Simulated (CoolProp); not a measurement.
A Linde-Hampson liquefier for ethane: isothermal reversible compression at 320 K from 1 atm to 15 MPa, throttling to 1 atm, return gas leaving the recuperator 2 K below the feed. Each further row changes one setting.

Model: reference Helmholtz-energy equation of state, Bücker 2006, in CoolProp.

```
case                        liquid yield per pass  compression work (kJ/kg of gas)
--------------------------  ---------------------  -------------------------------
as stated                                     ___                              353
high pressure 30 MPa                          ___                              ___
warm-end temperature 350 K                    ___                              ___
warm-end gap 7 K                            0.447                              353
```

### Question
Some entries are withheld; supply them.

### Answer

- as stated, liquid yield per pass: 0.454
- high pressure 30 MPa, liquid yield per pass: 0.464
- high pressure 30 MPa, compression work (kJ/kg of gas): 390
- warm-end temperature 350 K, liquid yield per pass: 0.356
- warm-end temperature 350 K, compression work (kJ/kg of gas): 414
